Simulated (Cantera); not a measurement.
A Cantera script and what it prints.

```python
import numpy as np
import cantera as ct

gas_names = """
    H H2 N NH NH2 NH3 N2 N2H2 N2H4 Si SiH SiH2 SiH3 SiH4 SiN Si2 Si2N Si3
""".split()
cond_names = """
    Si(cr) Si(L) Si3N4(a)
""".split()


# ... load() reads the species with a 1 bar reference pressure and builds the phases ...
atoms = {
    'trisilylamine': {'Si': 3, 'N': 1, 'H': 9},
    'N2': {'N': 2},
}
top_T = {'Si3N4(a)': 2400}  # K; cautious upper limits of use, not melting points


# ... equilibrate(T, P, feed) seeds the gas with the atoms and calls Mixture.equilibrate('TP', solver="vcs", rtol=1e-11, max_steps=5000) ...
results = []
feed = {'trisilylamine': 1, 'N2': 52}  # mol
for P in [5, 26, 140, 710, 3700, 19000, 100000]:
    for T in [1148, 1198, 1248, 1298, 1348, 1398, 1448, 1498, 1548, 1598, 1648, 1698, 1748]:
        mix = equilibrate(T, P, feed)
        results.append((T, P, feed, dict(zip(mix.species_names, mix.species_moles))))

for T, P, feed, n in results:
    print(f"{T:7g} {P:10.4g}  " + (" + ".join(c for c in cond_names if n.get(c, 0) > 1e-12) or "gas only"))
```

Output:

```
   1148          5  Si3N4(a)
   1198          5  Si3N4(a)
   1248          5  Si3N4(a)
   1298          5  Si3N4(a)
   1348          5  Si3N4(a)
   1398          5  Si3N4(a)
   1448          5  Si3N4(a)
   1498          5  Si3N4(a)
   1548          5  Si(cr)
   1598          5  Si(cr)
   1648          5  Si(cr)
   1698          5  Si(L)
   1748          5  Si(L)
   1148         26  Si3N4(a)
   1198         26  Si3N4(a)
   1248         26  Si3N4(a)
   1298         26  Si3N4(a)
   1348         26  Si3N4(a)
   1398         26  Si3N4(a)
   1448         26  Si3N4(a)
   1498         26  Si3N4(a)
   1548         26  Si3N4(a)
   1598         26  Si(cr)
   1648         26  Si(cr)
   1698         26  Si(L)
   1748         26  Si(L)
   1148        140  Si3N4(a)
   1198        140  Si3N4(a)
   1248        140  Si3N4(a)
   1298        140  Si3N4(a)
   1348        140  Si3N4(a)
   1398        140  Si3N4(a)
   1448        140  Si3N4(a)
   1498        140  Si3N4(a)
   1548        140  Si3N4(a)
   1598        140  Si3N4(a)
   1648        140  Si3N4(a)
   1698        140  Si(L)
   1748        140  Si(L)
   1148        710  Si3N4(a)
   1198        710  Si3N4(a)
   1248        710  Si3N4(a)
   1298        710  Si3N4(a)
   1348        710  Si3N4(a)
   1398        710  Si3N4(a)
   1448        710  Si3N4(a)
   1498        710  Si3N4(a)
   1548        710  Si3N4(a)
   1598        710  Si3N4(a)
   1648        710  Si3N4(a)
   1698        710  Si3N4(a)
   1748        710  Si3N4(a)
   1148       3700  Si3N4(a)
   1198       3700  Si3N4(a)
   1248       3700  Si3N4(a)
   1298       3700  Si3N4(a)
   1348       3700  Si3N4(a)
   1398       3700  Si3N4(a)
   1448       3700  Si3N4(a)
   1498       3700  Si3N4(a)
   1548       3700  Si3N4(a)
   1598       3700  Si3N4(a)
   1648       3700  Si3N4(a)
   1698       3700  Si3N4(a)
   1748       3700  Si3N4(a)
   1148    1.9e+04  Si3N4(a)
   1198    1.9e+04  Si3N4(a)
   1248    1.9e+04  Si3N4(a)
   1298    1.9e+04  Si3N4(a)
   1348    1.9e+04  Si3N4(a)
   1398    1.9e+04  Si3N4(a)
   1448    1.9e+04  Si3N4(a)
   1498    1.9e+04  Si3N4(a)
   1548    1.9e+04  Si3N4(a)
   1598    1.9e+04  Si3N4(a)
   1648    1.9e+04  Si3N4(a)
   1698    1.9e+04  Si3N4(a)
   1748    1.9e+04  Si3N4(a)
   1148      1e+05  Si3N4(a)
   1198      1e+05  Si3N4(a)
   1248      1e+05  Si3N4(a)
   1298      1e+05  Si3N4(a)
   1348      1e+05  Si3N4(a)
   1398      1e+05  Si3N4(a)
   1448      1e+05  Si3N4(a)
   1498      1e+05  Si3N4(a)
   1548      1e+05  Si3N4(a)
   1598      1e+05  Si3N4(a)
   1648      1e+05  Si3N4(a)
   1698      1e+05  Si3N4(a)
   1748      1e+05  Si3N4(a)
```

Method: chemical equilibrium by Gibbs-energy minimisation in Cantera with the NASA 1993 tables (ideal gas, pure condensed phases). The feed counts by its element totals alone.
